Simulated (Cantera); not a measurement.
Predominance diagram of Ti at 1475 K against the partial pressures of O2 and CO (log10, bar). Source: NASA polynomial tables (part measured, part estimated), evaluated in Cantera. Candidates: Ti(β), TiC(s), TiO(s), TiO2(rutile), Ti2O3(s), Ti3O5(s), Ti4O7(s). Only these pure phases compete in this equilibrium. TiC, TiO: taken at fixed stoichiometry. Not in the tables: Magnéli phases beyond Ti4O7, TiC-TiO solid solutions.

```
log p(CO) \ log p(O2)
        columns: -18, -17.1, -16.2, -15.3, -14.4, -13.5, -12.6, -11.7, -10.8, -9.9, -9, -8.1, -7.2, -6.3, -5.4, -4.5, -3.6, -2.7, -1.8, -0.9, 0
      1  A A A A B B B B A A A A A A A A A A A A A
   -0.6  C C D B B B B B B B B B A A A A A A A A A
   -2.2  C C D B B B B B B B B B B B B A A A A A A
   -3.9  C C D B B B B B B B B B B B B B B B B A A
   -5.5  C C D B B B B B B B B B B B B B B B B B B
   -7.1  C C D B B B B B B B B B B B B B B B B B B
   -8.8  C C D B B B B B B B B B B B B B B B B B B
  -10.4  C C D B B B B B B B B B B B B B B B B B B
    -12  C C D B B B B B B B B B B B B B B B B B B
```

A: out of reach (another gas would pass 10 bar, or a non-metal would condense); B: TiO2(rutile); C: Ti3O5(s); D: Ti4O7(s).
